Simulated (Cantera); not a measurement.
Cantera run:

```python
import numpy as np
import cantera as ct

gas_names = """
    CL CL2 Si SiCL SiCL2 SiCL3 SiCL4 Si2 Si3
""".split()
cond_names = """
    Si(cr) Si(L)
""".split()


# ... load() reads the species with a 1 bar reference pressure and builds the phases ...
atoms = {
    'Si': {'Si': 1},
    'Cl2': {'CL': 2},
}
top_T = {}  # K; cautious upper limits of use, not melting points


# ... equilibrate(T, P, feed) seeds the gas with the atoms and calls Mixture.equilibrate('TP', solver="vcs", rtol=1e-11, max_steps=5000) ...
results = []
feed = {'Si': 1, 'Cl2': 6.1}  # mol
T = 875  # K
P = 560  # Pa
mix = equilibrate(T, P, feed)
results.append((T, P, feed, dict(zip(mix.species_names, mix.species_moles))))
print(gas.report(threshold=1e-05))
for i in range(1, mix.n_phases):
    print(f"{mix.phase(i).name:16s} {mix.phase_moles(i):12.5e} mol")
```

It prints:

```
       temperature   875 K
          pressure   560 Pa
           density   0.0069495 kg/m^3
  mean mol. weight   90.284 kg/kmol
   phase of matter   gas

                          1 kg             1 kmol
                     ---------------   ---------------
          enthalpy       -1.1257e+06       -1.0164e+08  J
   internal energy       -1.2063e+06       -1.0891e+08  J
           entropy            3805.9        3.4361e+05  J/K
    Gibbs function       -4.4559e+06       -4.0229e+08  J
 heat capacity c_p            560.38             50593  J/K
 heat capacity c_v            468.29             42279  J/K

                      mass frac. Y      mole frac. X     chem. pot. / RT
                     ---------------   ---------------   ---------------
                CL        0.00021663        0.00055172           -17.009
               CL2           0.63093           0.80342           -34.017
             SiCL4           0.36885           0.19602           -142.62
     [   +6 minor]        2.8335e-11        1.9029e-11

Si(cr)            0.00000e+00 mol
```

Cantera equilibrium calculation (NASA polynomials, part measured and part estimated; ideal gas, pure solids and liquids).
